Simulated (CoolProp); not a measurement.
Vapour-liquid equilibrium of methanol (1) + dimethyl carbonate (2) at 441.8 K; x and y are mole fractions of (1).

Values from CoolProp's multi-fluid Helmholtz-energy mixture model, de Reuck 1993 and Zhou 2011; pair parameters Bell 2016.

### Question
Give the bubble pressure and the first vapour's composition at x = 0.25, 0.75, 0.95. Is there an azeotrope?

### Answer
x = 0.25: 1.321 MPa, y = 0.503; x = 0.75: 1.961 MPa, y = 0.830; x = 0.95: 2.109 MPa, y = 0.959. No azeotrope shows between x = 0.05 and 0.95.

The pair parameters rest on a limited set of measurements; away from them the model extrapolates.
